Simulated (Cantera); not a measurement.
Charge: 1 mol SiCl₄, 230 mol N₂, equilibrated at 1252 °C and 20.0 mbar.

Cantera equilibrium calculation (NASA polynomials, part measured and part estimated; ideal gas, pure solids and liquids). Candidate condensed phases: Si, Si₃N₄; 13 gas species. The tables' values for SiCl₃ are old estimates; treat these amounts as uncertain. The numbers say what is thermodynamically allowed, not how fast it happens.

Base state: N₂ 0.995, SiCl₄ 0.00355, Cl 0.00100, SiCl₃ 0.000533, SiCl₂ 0.000238 (mole fractions); condensed: gas only.

Q: What changes in the equilibrium state with this change: temperature from 1252 °C to 725 °C?

A: 
```tsv
species	before	after
N₂	0.995	0.996
SiCl₄	0.00355	0.00433
SiCl₃	0.000533	2.32e-7
Cl	0.00100	2.19e-7
SiCl₂	0.000238	<1e-9
```

Q: What changes in the equilibrium state with this change: temperature from 1252 °C to 802 °C?

A: 
| species | before | after |
|---|---|---|
| N₂ | 0.995 | 0.996 |
| SiCl₄ | 0.00355 | 0.00433 |
| SiCl₃ | 0.000533 | 1.25e-6 |
| Cl | 0.00100 | 1.21e-6 |
| SiCl₂ | 0.000238 | 5.73e-9 |
